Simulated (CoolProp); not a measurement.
Vapour-liquid equilibrium of m-xylene (1) + o-xylene (2) at 35.55 °C; x and y are mole fractions of (1).

Model: multi-fluid Helmholtz-energy mixture model, Zhou 2012 and Zhou 2012; pair parameters Bell 2016, in CoolProp.

Task: Give the bubble pressure and the first vapour's composition at x = 0.35, 0.65, 0.95. Is there an azeotrope?

Result: x = 0.35: 1.757 kPa, y = 0.401; x = 0.65: 1.877 kPa, y = 0.698; x = 0.95: 1.990 kPa, y = 0.958. No azeotrope shows between x = 0.05 and 0.95.

Pair parameters are fitted to limited data, so mixtures are less certain than the pure fluids.
